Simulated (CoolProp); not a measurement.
Vapour-liquid equilibrium of R134a (1) + n-butane (2) at 263.9 K; x and y are mole fractions of (1).

Model: multi-fluid Helmholtz-energy mixture model, Tillner-Roth 1994 and Bücker 2006; pair parameters Bell 2016, in CoolProp.

```csv
x,bubble pressure (kPa),y at the bubble point,dew pressure at overall composition x (kPa),liquid density (mol/L)
0.05,126.6,0.447,75.43,10.56
0.15,188.1,0.646,84.06,10.69
0.25,213.5,0.700,94.88,10.82
0.35,222.9,0.720,108.8,10.99
0.45,226.2,0.728,127.3,11.18
0.55,227.8,0.734,152.9,11.40
0.65,229.4,0.743,189.8,11.66
0.75,230.6,0.763,230.0,11.98
0.85,229.1,0.806,225.2,12.34
0.95,218.9,0.905,213.2,12.75
```

y crosses x between x = 0.75 and 0.85: the model has an azeotrope there.

The pair parameters rest on a limited set of measurements; away from them the model extrapolates. With so large a gap from Raoult's law the liquid may split in two, which this calculation doesn't test in full.
